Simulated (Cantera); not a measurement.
Input: 1 mol CaF2, 0.08 mol H2O, 0.38 mol H2, held at 1848.15 K and 0.150 bar.

Method: chemical equilibrium by Gibbs-energy minimisation in Cantera with the NASA 1993 tables (ideal gas, pure condensed phases). Candidate condensed phases: Ca, CaF2, CaO, Ca(OH)2, H2O; 29 gas species. Mutual solubility and eutectic melting of coexisting phases are not modelled. Rates play no part.

Q: What is the equilibrium state?

A: 
- x(H2) = 0.785
- x(H2O) = 0.122
- x(HF) = 0.0874
- x(CaF2) = 0.00425
- x(H) = 0.00121
- x(CaF) = 2.43e-5
- x(OH) = 1.39e-5
- x(Ca(OH)2) = 3.45e-6
- x(CaOH) = 1.18e-6
- n(CaF2(l)) = 0.977 mol
- n(CaO(s)) = 0.0211 mol
- gas amount = 0.4835 mol
- log10 activity of Ca(l) (absent) = -7.46
